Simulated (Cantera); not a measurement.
An isothermal, constant-pressure homogeneous reactor starts with NO : N2 = 1 : 4.7 (molar parts), at 1900 K and 10.00 Torr. Integrator tolerance rtol = 1e-08.

Detailed kinetics in Cantera: GRI-Mech 3.0 (53 species, 325 reactions). Radical loss at walls, strong at low pressure, is not modelled.

### Question
What does this change do: pressure from 10.00 Torr to 1.20 bar?

### Answer
| quantity | before | after |
|---|---|---|
| x(NO) at 5.00 s | 0.170 (gas-phase equilibrium 0.00394) | 0.0541 (gas-phase equilibrium 0.00395) |
| x(N2O) at 5.00 s | 1.10e-5 (gas-phase equilibrium 2.78e-8) | 1.50e-6 (gas-phase equilibrium 2.64e-7) |
| x(NO2) at 5.00 s | 5.27e-6 (gas-phase equilibrium 5.97e-7) | 6.57e-5 (gas-phase equilibrium 5.68e-6) |
| x(N2) at 5.00 s | 0.827 (gas-phase equilibrium 0.910) | 0.885 (gas-phase equilibrium 0.910) |
| x(O) at 5.00 s | 0.000213 (gas-phase equilibrium 0.000759) | 6.80e-5 (gas-phase equilibrium 8.02e-5) |
| x(O2) at 5.00 s | 0.00274 (gas-phase equilibrium 0.0853) | 0.0606 (gas-phase equilibrium 0.0857) |
